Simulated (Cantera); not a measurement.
Input (Python, Cantera):

```python
import numpy as np
import cantera as ct

gas = ct.Solution("gri30.yaml")
gas.TPX = 1750, 13332, {'CH4': 1, 'H2': 6, 'H2O': 0.078}
reactor = ct.IdealGasConstPressureReactor(gas, energy="off", clone=False)
net = ct.ReactorNet([reactor])
net.rtol, net.atol = 1e-08, 1e-18
show = ['CH4', 'H2', 'C2H', 'CH3', 'C2H6']
times = np.geomspace(3e-06, 10, 13)

steps = ct.SolutionArray(gas, extra=["t"])
rows = []
print(f"{'t/s':>10s}{'T/K':>9s}{'P/Pa':>11s}" + "".join(f"{s:>11s}" for s in show))
for t in times:
    while net.time < t:
        t_next = net.step()
        steps.append(gas.state, t=t_next)
    rows.append([np.interp(t, steps.t, y) for y in (steps.T, steps.P, *steps(*show).X.T)])
    print(f"{t:10.3e}{rows[-1][0]:9.1f}{rows[-1][1]:11.4g}" + "".join(f"{x:11.3e}" for x in rows[-1][2:]))
rate = np.gradient(steps.T, steps.t)
print("integrator steps:", len(steps.t))
if steps.T.max() > steps.T[0] + 200:
    print(f"time of steepest temperature rise: {steps.t[rate.argmax()]:.4e} s")
gas.TPX = 1750, 13332, {'CH4': 1, 'H2': 6, 'H2O': 0.078}
gas.equilibrate("TP")
print(f"equilibrium (TP): T = {gas.T:.1f} K  " + "  ".join(f"{s} {gas[s].X[0]:.3e}" for s in show))
```

Output:

```
       t/s      T/K       P/Pa        CH4         H2        C2H        CH3       C2H6
 3.000e-06   1750.0  1.333e+04  1.413e-01  8.477e-01  1.899e-24  3.334e-06  4.310e-12
 1.049e-05   1750.0  1.333e+04  1.413e-01  8.477e-01  2.424e-21  1.279e-05  2.466e-10
 3.667e-05   1750.0  1.333e+04  1.412e-01  8.477e-01  2.205e-18  4.595e-05  1.148e-08
 1.282e-04   1750.0  1.333e+04  1.411e-01  8.477e-01  1.752e-15  1.610e-04  4.213e-07
 4.481e-04   1750.0  1.333e+04  1.406e-01  8.476e-01  1.615e-12  5.390e-04  9.257e-06
 1.567e-03   1750.0  1.333e+04  1.381e-01  8.484e-01  7.969e-10  1.303e-03  5.561e-05
 5.477e-03   1750.0  1.333e+04  1.269e-01  8.547e-01  1.738e-08  1.369e-03  5.927e-05
 1.915e-02   1750.0  1.333e+04  9.786e-02  8.714e-01  6.934e-08  1.091e-03  3.692e-05
 6.694e-02   1750.0  1.333e+04  5.274e-02  8.975e-01  1.586e-07  6.298e-04  1.181e-05
 2.340e-01   1750.0  1.333e+04  1.906e-02  9.172e-01  2.367e-07  2.453e-04  1.727e-06
 8.182e-01   1750.0  1.333e+04  6.465e-03  9.255e-01  2.671e-07  8.643e-05  2.272e-07
 2.860e+00   1750.0  1.333e+04  3.557e-03  9.294e-01  2.646e-07  4.784e-05  8.313e-08
 1.000e+01   1750.0  1.333e+04  2.498e-03  9.317e-01  2.585e-07  3.356e-05  5.072e-08
integrator steps: 1105
equilibrium (TP): T = 1750.0 K  CH4 2.383e-03  H2 9.319e-01  C2H 2.581e-07  CH3 3.202e-05  C2H6 4.791e-08
```

Model: GRI-Mech 3.0 (53 species, 325 reactions), integrated in Cantera. GRI-Mech 3.0 stops at C3 and has no aromatics, soot or wall deposition, so with more carbon than oxygen in the feed, carbon stays in small species such as C2H2 where larger ones or solid carbon would form.
